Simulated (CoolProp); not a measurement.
Properties of nitrous oxide along the isotherm 267.7 K.

Values from CoolProp's reference Helmholtz-energy equation of state, Lemmon 2006. It is a short technical equation, of lower accuracy than the large ones.

```tsv
p (bar)	phase	cp (kJ/(kg K))	cv (kJ/(kg K))	speed of sound (m/s)	isothermal compressibility (1/MPa)	expansivity (1/kK)
10.9	gas	0.9802	0.7002	241.6	1.014	5.008
21.7	gas	1.267	0.7849	224.6	0.6004	7.593
32.6	liquid	2.143	0.9095	604.8	0.006872	5.449
43.5	liquid	2.099	0.9089	619.3	0.006377	5.175
54.3	liquid	2.061	0.9084	632.8	0.005961	4.940
65.2	liquid	2.028	0.9082	645.8	0.005598	4.733
76.1	liquid	1.998	0.9080	658.1	0.005281	4.550
86.9	liquid	1.972	0.9080	669.7	0.005005	4.388
97.8	liquid	1.949	0.9080	681.0	0.004757	4.241
109	liquid	1.926	0.9081	692.1	0.004529	4.104
```
